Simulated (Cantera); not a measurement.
## Ignition delay

Mixture: 13.9 % CH4, 17.3 % O2, 65.2 % N2, 3.61 % H2O, at 1.10 bar, adiabatic and at constant volume. Ignition delay is the time to a rise of 400 K.

Cantera simulation using GRI-Mech 3.0 (53 species, 325 reactions); the numbers are that mechanism's predictions, not measurements.

```tsv
T0 (K)	delay (ms)
1198	58.0
1273	20.8
1348	7.95
1423	3.23
1498	1.40
1573	0.649
1648	0.327
1723	0.178
1798	0.104
1873	0.0647
```

- apparent activation energy between 1723 and 1873 K = 180 kJ/mol
